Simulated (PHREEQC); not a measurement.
0.1 mol of Fluorite (CaF2) is brought to equilibrium with 1 kg of water holding 0.003 mol/kgw NaCl, at 25 °C, the pH being set by adding NaOH or HCl. Oxygen alone is held at its pressure in air (log pO2 = -0.68). No CO2 enters from the air. The run lets Fluorite, Portlandite precipitate or redissolve, and no other solid.

Computed with PHREEQC (ion-association model, wateq4f.dat).

| pH | dissolved Ca (mol/kgw) | dissolved F (mol/kgw) | Ca+2 (mol/kgw) | HF (mol/kgw) | F- (mol/kgw) | CaOH+ (mol/kgw) |
|---|---|---|---|---|---|---|
| 2 | 0.00141 | 0.00282 | 0.00141 | 0.00258 | 0.000198 | 1.58e-14 |
| 3.38 | 0.000289 | 0.000578 | 0.000288 | 0.000212 | 0.000364 | 9.32e-14 |
| 4.75 | 0.000214 | 0.000429 | 0.000214 | 1.04e-5 | 0.000417 | 1.64e-12 |
| 5.44 | 0.000211 | 0.000423 | 0.000211 | 2.14e-6 | 0.000419 | 7.94e-12 |
| 6.81 | 0.000211 | 0.000421 | 0.000210 | 9.12e-8 | 0.000420 | 1.86e-10 |
| 8.19 | 0.000211 | 0.000421 | 0.000210 | 3.80e-9 | 0.000420 | 4.45e-9 |
| 9.56 | 0.000211 | 0.000422 | 0.000210 | 1.62e-10 | 0.000420 | 1.04e-7 |
| 10.25 | 0.000211 | 0.000423 | 0.000210 | 3.32e-11 | 0.000422 | 5.10e-7 |
| 11.62 | 0.000227 | 0.000455 | 0.000215 | 1.47e-12 | 0.000452 | 1.13e-5 |
| 13 | 0.000397 | 0.000794 | 0.000226 | 8.13e-14 | 0.000761 | 0.000171 |
